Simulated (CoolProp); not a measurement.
A single-stage vapour-compression cycle with propylene: evaporating at 224.15 K (dew point), condensing at 245.15 K (bubble point), superheat 5 K, subcooling 8 K, compressor efficiency 0.75, no pressure losses. Each further row changes one setting.

Values from CoolProp's reference Helmholtz-energy equation of state, Lemmon 2013.

| case | cooling COP | pressure ratio | discharge temperature (K) | refrigerating effect (kJ/kg) | volumetric capacity (kJ/m³) |
|---|---|---|---|---|---|
| as stated | 7.70 | 2.40 | 271.3 | 418 | 908 |
| evaporating temperature 229.15 K | 10.5 | 1.92 | 265.7 | 424 | 1130 |
| condensing temperature 240.15 K | 10.3 | 1.98 | 261.9 | 429 | 932 |
| subcooling 13 K | 7.90 | 2.40 | 271.3 | 429 | 932 |
| superheat 15 K | 7.59 | 2.40 | 281.9 | 432 | 894 |
| compressor efficiency 0.65 | 6.67 | 2.40 | 276.9 | 418 | 908 |
